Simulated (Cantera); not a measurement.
An adiabatic, constant-pressure homogeneous reactor starts with CH₄ : H₂ : O₂ : N₂ = 1 : 0.069 : 1.27 : 4.78 (molar parts), equivalence ratio 1.6, at 975 K and 670000 Pa. Integrator tolerance rtol = 1e-08.

Cantera simulation using GRI-Mech 3.0 (53 species, 325 reactions); the numbers are that mechanism's predictions, not measurements. Below about 1000 K GRI-Mech 3.0 lacks low-temperature oxidation paths.

**Question.** What does this change do: O2 1.27 to 1.6 parts?

**Answer.** 
```json
[
 {"quantity": "time of steepest temperature rise", "before": "43.4 ms", "after": "39.4 ms"},
 {"quantity": "temperature at 0.100 s", "before": "2352 K", "after": "2724 K"},
 {"quantity": "equilibrium temperature", "before": "2352 K", "after": "2724 K"},
 {"quantity": "x(CH₄) at 0.100 s", "before": "1.43e-10 (gas-phase equilibrium 1.62e-10)", "after": "1.57e-12 (gas-phase equilibrium 1.83e-12)"},
 {"quantity": "x(H₂) at 0.100 s", "before": "0.0962 (gas-phase equilibrium 0.0962)", "after": "0.0425 (gas-phase equilibrium 0.0425)"},
 {"quantity": "x(O₂) at 0.100 s", "before": "3.48e-6 (gas-phase equilibrium 3.48e-6)", "after": "0.000986 (gas-phase equilibrium 0.000986)"},
 {"quantity": "x(N₂O) at 0.100 s", "before": "7.91e-9 (gas-phase equilibrium 7.91e-9)", "after": "2.51e-7 (gas-phase equilibrium 2.51e-7)"},
 {"quantity": "x(NO) at 0.100 s", "before": "6.27e-5 (gas-phase equilibrium 6.27e-5)", "after": "0.00198 (gas-phase equilibrium 0.00198)"},
 {"quantity": "x(HO₂) at 0.100 s", "before": "5.12e-9 (gas-phase equilibrium 5.12e-9)", "after": "1.03e-6 (gas-phase equilibrium 1.03e-6)"},
 {"quantity": "x(CH₂O) at 0.100 s", "before": "2.53e-8 (gas-phase equilibrium 2.53e-8)", "after": "8.29e-9 (gas-phase equilibrium 8.29e-9)"}
]
```
